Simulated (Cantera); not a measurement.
Input: 1 mol Si, a varied amount of Cl2, 0.23 mol H2, held at 425 °C and 1130 Torr.

These are equilibrium values from Cantera (NASA tables, ideal gas, pure condensed phases), not measurements of a reactor. Candidate condensed phases: Si; 19 gas species. The tables' values for SiCl3 are old estimates; treat these amounts as uncertain. Rates play no part.

x: gas mole fraction; n: condensed amount in mol.

```
n(Cl2) (mol)  x SiCl4    x H2     x HCl   x Cl2  x SiHCl3  n Si(s)
------------  -------  ------  --------  ------  --------  -------
0.5             0.432   0.422  0.000253  <1e-12     0.142      ___
0.7             0.516   0.336  0.000236  <1e-12     0.145      ___
0.9             0.577   0.277  0.000220  <1e-12     0.143      ___
1.1             0.625   0.233  0.000206  <1e-12     0.140      ___
1.3             0.662   0.201  0.000194  <1e-12     0.135      ___
1.5             0.692   0.175  0.000183  <1e-12     0.131      ___
1.7             0.717   0.155  0.000174  <1e-12     0.126      ___
1.9             0.738   0.139  0.000166  <1e-12     0.122      ___
2.1             0.752  0.0976     0.150  <1e-12   9.64e-5        0
2.3             0.654  <1e-12     0.301  0.0458    <1e-12        0
2.5             0.578  <1e-12     0.266   0.156    <1e-12        0
2.7             0.518  <1e-12     0.238   0.244    <1e-12        0
```

Q: Fill in the missing entries.

A: 
- 0.5, n Si(s): 0.733
- 0.7, n Si(s): 0.629
- 0.9, n Si(s): 0.526
- 1.1, n Si(s): 0.423
- 1.3, n Si(s): 0.320
- 1.5, n Si(s): 0.218
- 1.7, n Si(s): 0.116
- 1.9, n Si(s): 0.0144
